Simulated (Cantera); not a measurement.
Input (Python, Cantera) and output of one run.

```python
import numpy as np
import cantera as ct

gas_names = """
    NH3 SiH3 N2
""".split()
cond_names = """
    Si(cr) Si(L)
""".split()


# ... load() reads the species with a 1 bar reference pressure and builds the phases ...
species = {s.name: s for s in load("nasa_gas.yaml", gas_names) + load("nasa_condensed.yaml", cond_names)}
# Each term lists the table entries of one substance; the one whose range holds T is used.
reactions = {
    '2 NH3(g) + 2 Si = 2 SiH3(g) + N2(g)':
        [(-2, ['NH3']), (-2, ['Si(cr)', 'Si(L)']), (2, ['SiH3']), (1, ['N2'])],
}


def pick(names, T):
    return next(species[n] for n in names if species[n].thermo.min_temp <= T <= species[n].thermo.max_temp)


results = []
for label, terms in reactions.items():
    print(label)
    print("     T/K   dH/kJ  dS/(J/K)   dG/kJ   log10 K")
    for T in [2375, 2425, 2475, 2525, 2575, 2625, 2675, 2725]:
        used = [(nu, pick(names, T)) for nu, names in terms]
        dH = sum(nu * s.thermo.h(T) for nu, s in used) / 1e6
        dS = sum(nu * s.thermo.s(T) for nu, s in used) / 1e3
        dG = dH - T * dS / 1e3
        logK = -dG * 1e6 / (ct.gas_constant * T * np.log(10))
        results.append((label, T, dH, dS, dG, logK, [s.name for _, s in used]))
        print(f"{T:8g} {dH:8.1f} {dS:8.1f} {dG:8.1f} {logK:8.2f}")
```

It prints:

```
2 NH3(g) + 2 Si = 2 SiH3(g) + N2(g)
     T/K   dH/kJ  dS/(J/K)   dG/kJ   log10 K
    2375    405.2    138.6     76.0    -1.67
    2425    404.8    138.4     69.1    -1.49
    2475    404.3    138.2     62.2    -1.31
    2525    403.8    138.0     55.3    -1.14
    2575    403.3    137.8     48.4    -0.98
    2625    402.8    137.6     41.5    -0.83
    2675    402.2    137.4     34.6    -0.68
    2725    401.7    137.2     27.8    -0.53
```

Standard-state values (1 bar) from the NASA 1993 polynomials, evaluated with Cantera. Condensed species are held in their standard states even where they would react or evaporate.
